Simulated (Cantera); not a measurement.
Input: 1 mol SiH4, 0.028 mol C2H4, 730 mol H2, at 1025 K and 133 Pa.

Equilibrium computed with Cantera from the NASA thermochemical tables; the gas is ideal and each condensed phase is pure. Candidate condensed phases: C, C6H6, C7H8, C8H18, Si, SiC; 87 gas species. Mutual solubility and eutectic melting of coexisting phases are not modelled. Rates play no part.

Base state: H2 1.00 (mole fractions); condensed: Si(s) + SiC(s).

Q: What changes in the equilibrium state with this change: SiH4 replaced by SiCl4?

A: 
| species | before | after |
|---|---|---|
| H2 | 1.00 | 0.995 |
| HCl | 0 | 0.00533 |
| SiCl2 | 0 | 5.10e-5 |
| Si(s), mol | 0.944 | 0.900 |
| SiC(s), mol | 0.0560 | 0.0560 |

Q: What changes in the equilibrium state with this change: temperature from 1025 K to 2250 K?

A: 
```tsv
species	before	after
H2	1.00	0.815
H	1.19e-7	0.184
Si	<1e-9	0.00122
C2H2 (acetylene)	<1e-9	3.24e-5
SiH	<1e-9	1.62e-5
Si(s), mol	0.944	0
SiC(s), mol	0.0560	0
```
